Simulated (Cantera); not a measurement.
Input (Python, Cantera) and output of one run.

```python
import numpy as np
import cantera as ct

gas_names = """
    C CH CH2 CH3 CH2OH CH3O CH4 CH3OH CO CO2 COOH C2 C2H CHCO,ketyl C2H2,acetylene C2H2,vinylidene
    CH2CO,ketene C2H3,vinyl CH3CO,acetyl C2H4 C2H4O,ethylen CH3CHO,ethanal CH3COOH (HCOOH)2 C2H5 C2H6
    CH3OCH3 C2H5OH C2O C3 C3H3,propargyl C3H4,allene C3H4,propyne C3H4,cyclo- C3H5,allyl C3H6,propylene
    C3H6,cyclo- C3H6O C3H7,n-propyl C3H7,i-propyl C3H8 C3H8O,1propanol C3H8O,2propanol C3O2 C4 C4H2
    C4H4,1,3-cyclo- C4H6,butadiene C4H6,2-butyne C4H6,cyclo- C4H8,1-butene C4H8,cis2-buten
    C4H8,tr2-butene C4H8,isobutene C4H8,cyclo- (CH3COOH)2 C4H9,n-butyl C4H9,i-butyl C4H9,s-butyl
    C4H9,t-butyl C4H10,isobutane C4H10,n-butane C5 C5H6,1,3cyclo- C5H8,cyclo- C5H10,1-pentene
    C5H10,cyclo- C5H11,pentyl C5H11,t-pentyl C5H12,n-pentane C5H12,i-pentane CH3C(CH3)2CH3 C6H2
    C6H5,phenyl C6H5O,phenoxy C6H6 C6H5OH,phenol C6H10,cyclo- C6H12,1-hexene C6H12,cyclo- C6H13,n-hexyl
    C7H7,benzyl C7H8 C7H8O,cresol C7H14,1-heptene C7H15,n-heptyl C7H16,n-heptane C8H8,styrene
    C8H10,ethylbenz C8H16,1-octene C8H17,n-octyl C8H18,isooctane C8H18,n-octane C9H19,n-nonyl
    C10H8,naphthale C10H21,n-decyl C12H9,o-bipheny C12H10,bipheny Fe FeC5O5 FeO Fe(OH)2 H HCO HO2 H2
    HCHO,formaldehy HCOOH H2O H2O2 O OH O2 O3
""".split()
cond_names = """
    C(gr) C6H6(L) C7H8(L) C8H18(L),n-octa Fe(a) Fe(c) Fe(d) Fe(L) FeC5O5(L) FeO(s) FeO(L) Fe(OH)2(s)
    Fe(OH)3(s) Fe2O3(s) Fe3O4(s) H2O(s) H2O(L)
""".split()


def load(file, names, dense=False):
    # The tables refer to 1 bar. Condensed volumes are neglected.
    table = {s.name: s for s in ct.Species.list_from_file(file)}
    out = []
    for n in names:
        d = dict(table[n].input_data)
        d["thermo"] = dict(d["thermo"], **{"reference-pressure": 1e5})
        if dense:
            d["equation-of-state"] = {"model": "constant-volume", "density": "1e6 g/cm^3"}
        out.append(ct.Species.from_dict(d))
    return out


gas = ct.Solution(thermo="ideal-gas", species=load("nasa_gas.yaml", gas_names))
cond = {s.name: ct.Solution(thermo="fixed-stoichiometry", species=[s], name=s.name)
        for s in load("nasa_condensed.yaml", cond_names, dense=True)}
atoms = {
    'Fe(CO)5': {'Fe': 1, 'C': 5, 'O': 5},
    'H2': {'H': 2},
    'CO': {'C': 1, 'O': 1},
}
top_T = {'C(gr)': 4500, 'Fe2O3(s)': 1830, 'Fe3O4(s)': 1870}  # K; cautious upper limits of use, not melting points


def equilibrate(T, P, feed):
    n = {}
    for name, mol in feed.items():
        for a, k in atoms[name].items():
            n[a] = n.get(a, 0.0) + k * mol
    gas.TPX = T, P, n
    mass = sum(n.values()) * gas.mean_molecular_weight
    gas.equilibrate("TP")
    valid = [c for c in cond.values() if c.min_temp <= T <= top_T.get(c.name, c.max_temp)]
    mix = ct.Mixture([(gas, mass / gas.mean_molecular_weight)] + [(c, 0.0) for c in valid])
    mix.T, mix.P = T, P
    mix.equilibrate("TP", solver="vcs", rtol=1e-11, max_steps=5000)
    return mix


results = []
feed = {'Fe(CO)5': 1, 'H2': 7.4, 'CO': 7}  # mol
P = 460  # Pa
for T in [850, 900, 950, 1000, 1050, 1100, 1150, 1200, 1250, 1300, 1350, 1400]:
    mix = equilibrate(T, P, feed)
    results.append((T, P, feed, dict(zip(mix.species_names, mix.species_moles))))
    x = sorted(zip(gas.X, gas.species_names), reverse=True)
    print(f"T = {T:g} K  P = {P:g} Pa  gas = {mix.phase_moles(0):.4g} mol")
    print("   x: " + "  ".join(f"{s} {v:.3e}" for v, s in x if v > 0.0001))
    print("   condensed (mol): " + ("  ".join(f"{mix.phase(i).name} {mix.phase_moles(i):.4g}"
          for i in range(1, mix.n_phases) if mix.phase_moles(i) > 1e-12) or "none"))
```

Output:

```
T = 850 K  P = 460 Pa  gas = 18.65 mol
   x: CO 5.714e-01  H2 3.886e-01  CO2 3.235e-02  H2O 7.206e-03  CH4 4.323e-04
   condensed (mol): C(gr) 0.7298  Fe(a) 1
T = 900 K  P = 460 Pa  gas = 19.17 mol
   x: CO 6.047e-01  H2 3.831e-01  CO2 9.393e-03  H2O 2.587e-03  CH4 2.107e-04
   condensed (mol): C(gr) 0.2256  Fe(a) 1
T = 950 K  P = 460 Pa  gas = 19.32 mol
   x: CO 6.142e-01  H2 3.817e-01  CO2 2.904e-03  H2O 1.007e-03  CH4 1.124e-04
   condensed (mol): C(gr) 0.0734  Fe(a) 1
T = 1000 K  P = 460 Pa  gas = 19.37 mol
   x: CO 6.171e-01  H2 3.815e-01  CO2 9.936e-04  H2O 4.279e-04
   condensed (mol): C(gr) 0.0263  Fe(a) 1
T = 1050 K  P = 460 Pa  gas = 19.39 mol
   x: CO 6.180e-01  H2 3.814e-01  CO2 3.756e-04  H2O 1.968e-04
   condensed (mol): C(gr) 0.01035  Fe(a) 1
T = 1100 K  P = 460 Pa  gas = 19.39 mol
   x: CO 6.183e-01  H2 3.814e-01  CO2 1.552e-04
   condensed (mol): C(gr) 0.004427  Fe(a) 1
T = 1150 K  P = 460 Pa  gas = 19.4 mol
   x: CO 6.185e-01  H2 3.814e-01
   condensed (mol): C(gr) 0.002029  Fe(a) 1
T = 1200 K  P = 460 Pa  gas = 19.4 mol
   x: CO 6.185e-01  H2 3.814e-01
   condensed (mol): C(gr) 0.0009848  Fe(c) 1
T = 1250 K  P = 460 Pa  gas = 19.4 mol
   x: CO 6.185e-01  H2 3.814e-01
   condensed (mol): C(gr) 0.0004991  Fe(c) 1
T = 1300 K  P = 460 Pa  gas = 19.4 mol
   x: CO 6.185e-01  H2 3.814e-01
   condensed (mol): C(gr) 0.0002578  Fe(c) 1
T = 1350 K  P = 460 Pa  gas = 19.4 mol
   x: CO 6.185e-01  H2 3.814e-01
   condensed (mol): C(gr) 0.0001269  Fe(c) 1
T = 1400 K  P = 460 Pa  gas = 19.4 mol
   x: CO 6.185e-01  H2 3.814e-01
   condensed (mol): C(gr) 4.345e-05  Fe(c) 0.9999
```

These are equilibrium values from Cantera (NASA tables, ideal gas, pure condensed phases), not measurements of a reactor. Condensed phases not in the tables: cementite and carbon dissolved in iron.
